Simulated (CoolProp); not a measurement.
Vapour-liquid equilibrium of acetone (1) + n-nonane (2) at 368.8 K; x and y are mole fractions of (1).

Values from CoolProp's multi-fluid Helmholtz-energy mixture model, Lemmon 2006 and Lemmon 2006; pair parameters Bell 2016.

```
x     bubble pressure, mixture model (MPa)  bubble pressure, Raoult's law (MPa)  y, mixture model  y, Raoult's law
----  ------------------------------------  -----------------------------------  ----------------  ---------------
0.05                               0.06330                              0.03367             0.720            0.494
0.2                                 0.1575                              0.08085             0.894            0.822
0.35                                0.2075                               0.1280             0.925            0.909
0.5                                 0.2360                               0.1752             0.939            0.949
0.65                                0.2586                               0.2224             0.950            0.972
0.8                                 0.2844                               0.2695             0.965            0.987
0.95                                0.3187                               0.3167             0.989            0.997
```

The largest gap from Raoult's law is +94.8 % in bubble pressure, at x = 0.2. No azeotrope shows between x = 0.05 and 0.95.

The pair parameters rest on a limited set of measurements; away from them the model extrapolates. With so large a gap from Raoult's law the liquid may split in two, which this calculation doesn't test in full.
